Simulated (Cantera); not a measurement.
Feed: 1 mol Si, 0.43 mol N2O, 4.8 mol H2, held at 850 °C and 101000 Pa.

Method: chemical equilibrium by Gibbs-energy minimisation in Cantera with the NASA 1993 tables (ideal gas, pure condensed phases). Candidate condensed phases: H2O, Si, SiO2, Si2N2O, Si3N4; 35 gas species. Mutual solubility and eutectic melting of coexisting phases are not modelled. The numbers say what is thermodynamically allowed, not how fast it happens.

Q: What is the equilibrium state?

A: 
* **x(H2)**: 1.000
* **n(Si(s))**: 0.140 mol
* **n(Si2N2O(s))**: 0.430 mol
* **gas amount**: 4.800 mol
